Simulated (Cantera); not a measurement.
**Premixed flame**

A freely propagating, adiabatic, planar premixed flame of 19.6 % CO, 1.75 % H2, 15.7 % O2, 59.1 % N2, 3.73 % H2O, equivalence ratio 0.68, unburnt at 450 K and 263 Torr; multicomponent transport, grid criteria slope 0.08 and curve 0.16, no radiation.

Computed with Cantera and GRI-Mech 3.0 (53 species, 325 reactions). Burning velocities carry a grid error of a few per cent, more on coarse grids.

| z (mm) | T (K) | u (m/s) | x CO | x H2 | x O2 | x OH | x H2O2 | x HO2 |
|---|---|---|---|---|---|---|---|---|
| -7.46 | 450 | 0.741 | 0.196 | 0.0175 | 0.157 | <1e-8 | <1e-8 | <1e-8 |
| -4.97 | 450 | 0.741 | 0.196 | 0.0174 | 0.157 | <1e-8 | <1e-8 | <1e-8 |
| -3.73 | 450 | 0.741 | 0.196 | 0.0173 | 0.157 | <1e-8 | 1.15e-8 | 3.18e-8 |
| -2.49 | 450 | 0.741 | 0.197 | 0.0169 | 0.157 | <1e-8 | 1.80e-7 | 4.94e-7 |
| -1.24 | 469 | 0.771 | 0.196 | 0.0148 | 0.157 | 1.36e-7 | 1.38e-5 | 4.77e-5 |
| -0.622 | 671 | 1.10 | 0.185 | 0.0114 | 0.151 | 0.000140 | 2.87e-5 | 0.000120 |
| 0 | 1068 | 1.71 | 0.146 | 0.00576 | 0.127 | 0.000784 | 1.74e-6 | 3.36e-5 |
| 0.622 | 1358 | 2.13 | 0.0927 | 0.00297 | 0.0973 | 0.00259 | 7.56e-7 | 1.45e-5 |
| 1.24 | 1524 | 2.35 | 0.0594 | 0.00312 | 0.0815 | 0.00421 | 4.36e-7 | 9.04e-6 |
| 2.49 | 1683 | 2.56 | 0.0406 | 0.00306 | 0.0728 | 0.00545 | 2.14e-7 | 5.86e-6 |
| 4.97 | 1817 | 2.74 | 0.0326 | 0.00232 | 0.0690 | 0.00565 | 1.06e-7 | 3.72e-6 |
| 9.94 | 1922 | 2.88 | 0.0244 | 0.00158 | 0.0657 | 0.00521 | 5.88e-8 | 2.23e-6 |
| 19.9 | 2004 | 2.98 | 0.0166 | 0.000998 | 0.0626 | 0.00444 | 3.60e-8 | 1.36e-6 |
x: mole fraction of selected species; z is measured from the peak of heat release.

```yaml
laminar_burning_velocity: 74.1 cm/s
thermal_thickness: 2.49 mm
peak x(OH): 0.00568
peak x(H2O2): 3.66e-5
peak x(HO2): 0.000159
grid_points: 103
```
